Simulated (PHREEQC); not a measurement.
# Alkaline etch or developer

Make-up at 25 °C: 17 mmol/kgw LiOH and 0.195 mmol/kgw H4SiO4. Closed to the air; pH follows from the charge balance.

Model: ion-association model, phreeqc.dat, run in PHREEQC.

| Item | Value |
|---|---|
| pH | 12.16 |
| ionic strength | 0.0170 mol/kgw |
| specific conductance | 3640 µS/cm |
| total alkalinity | 17.0 meq/kg |

| species | molality | activity | log γ |
|---|---|---|---|
| Li+ | 0.0170 | 0.0150 | -0.053 |
| OH- | 0.0168 | 0.0147 | -0.058 |
| H3SiO4- | 0.000170 | 0.000149 | -0.057 |
| H2SiO4-2 | 2.42e-5 | 1.47e-5 | -0.216 |
| H4SiO4 | 6.94e-7 | 6.97e-7 | 0.002 |

No solid was allowed to form. Complexes and solids missing from the database can't appear.
